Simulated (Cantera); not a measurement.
Gas mixture: 39.4 % N₂O, 40.4 % H₂O, 20.2 % NO, at 1.01 bar, frozen composition.

Cantera's kinetic-theory transport with the Lennard-Jones parameters of GRI-Mech 3.0, ideal gas; thermal conductivity in the mixture-averaged form. Polar gases are described roughly by these parameters. The composition is frozen, though it would react at the higher temperatures.

D: mixture-averaged diffusion coefficient of that species in the mixture.

```
T (K)  ρ (kg/m³)  cp (J/kg/K)  μ (µPa s)  λ (mW/m/K)     Pr  D (cm²/s) N₂  D (cm²/s) CH₃  D (cm²/s) C₂H₂
-----  ---------  -----------  ---------  ----------  -----  ------------  -------------  --------------
400        0.934         1197       18.4        31.1  0.710         0.322          0.348           0.254
650        0.575         1331       28.2        53.3  0.705         0.761          0.833           0.618
900        0.415         1440       36.8        75.9  0.698          1.33           1.47            1.10
1150       0.325         1524       44.5        98.2  0.691          2.02           2.23            1.68
1400       0.267         1592        ___         ___  0.685           ___            ___             ___
1650       0.227         1648       58.3         141  0.682          3.70           4.10            3.09
1900       0.197         1694        ___         ___  0.680           ___            ___             ___
2150       0.174         1731       70.4         180  0.677          5.75           6.38            4.82
2400       0.156         1760       76.0         198  0.675          6.91           7.66            5.79
```

**Question.** Some entries are withheld; supply them.

**Answer.** 
- 1400, μ (µPa s): 51.6
- 1400, λ (mW/m/K): 120
- 1400, D (cm²/s) N₂: 2.81
- 1400, D (cm²/s) CH₃: 3.11
- 1400, D (cm²/s) C₂H₂: 2.34
- 1900, μ (µPa s): 64.5
- 1900, λ (mW/m/K): 161
- 1900, D (cm²/s) N₂: 4.68
- 1900, D (cm²/s) CH₃: 5.19
- 1900, D (cm²/s) C₂H₂: 3.92
